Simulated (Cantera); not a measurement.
Feed: 1 mol BN, 2 mol O₂, 0.99 mol N₂, 80 mol HCl, held at 1550 K.

Cantera equilibrium calculation (NASA polynomials, part measured and part estimated; ideal gas, pure solids and liquids). Candidate condensed phases: B, BN, B₂O₃, B₃O₃H₃, H₂O, NH₄Cl; 49 gas species. Gases not in the tables: H₃BO₃. The numbers say what is thermodynamically allowed, not how fast it happens.

Q: Which condensed phases are stable at each of these points (P (Pa)): 1, 10, 100, 1000, 10000, 100000?

A: 
```tsv
P (Pa)	condensed phases	B condensed (%)
1	gas only	0.0
10	gas only	0.0
100	gas only	0.0
1000	gas only	0.0
10000	gas only	0.0
100000	B₂O₃(l)	46.8
```

From 1.00 Pa to 10000 Pa nothing is condensed. At 100000 Pa the condensed part is B₂O₃(l).
